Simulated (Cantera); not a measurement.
An adiabatic, constant-volume homogeneous reactor starts with CH3OH : O2 : N2 : H2O = 1 : 2.54 : 9.66 : 0.34 (molar parts), equivalence ratio 0.59, at 1798 K and 500000 Pa.

Cantera simulation using GRI-Mech 3.0 (53 species, 325 reactions); the numbers are that mechanism's predictions, not measurements. GRI-Mech 3.0 was tuned for natural gas; its chemistry of methanol as a main component is partial and can be far from experiment.

Question: Predict: time of steepest temperature rise; temperature at 2.00 s; equilibrium temperature; x(O2) at 2.00 s; x(H2O) at 2.00 s.

Answer: 
```json
{
  "time_of_steepest_temperature_rise": "5.63 µs",
  "temperature at 2.00 s": "2877 K",
  "equilibrium_temperature": "2877 K",
  "x(O2) at 2.00 s": "0.0648 (gas-phase equilibrium 0.0648)",
  "x(H2O) at 2.00 s": "0.145 (gas-phase equilibrium 0.145)"
}
```
